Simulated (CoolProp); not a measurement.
1,2-dichloroethane along the isotherm 226.85 °C: Z from the reference equation and from simpler models built on Tc = 288.4 °C, pc = 5.226 MPa, ω = 0.269; each cubic takes its own stable root.

Model: reference Helmholtz-energy equation of state, Thol 2015, in CoolProp.

| p (MPa) | phase | reference |
|---|---|---|
| 0.0826 | gas | 0.9919 |
| 0.134 | gas | 0.9869 |
| 0.216 | gas | 0.9787 |
| 0.348 | gas | 0.9653 |
| 0.563 | gas | 0.9428 |
| 0.91 | gas | 0.9045 |
| 1.47 | gas | 0.8359 |
| 2.37 | liquid | 0.06497 |
| 3.84 | liquid | 0.1038 |
| 6.2 | liquid | 0.1644 |
| 10 | liquid | 0.2588 |
| 16.2 | liquid | 0.4069 |
| 26.1 | liquid | 0.6331 |

Task: How far does each simpler model (van der Waals, Soave-Redlich-Kwong) lie from the reference over these 13 states: mean and median of the absolute difference, and the worst?

Result: 
- van der Waals: mean 108.5 %, median 4.8 %, worst +1099.5 % at 226.85 °C and 2.37 MPa
- Soave-Redlich-Kwong: mean 7.8 %, median 0.6 %, worst +21.3 % at 226.85 °C and 2.37 MPa

At some of these states van der Waals gives the other phase, because its saturation line lies elsewhere.
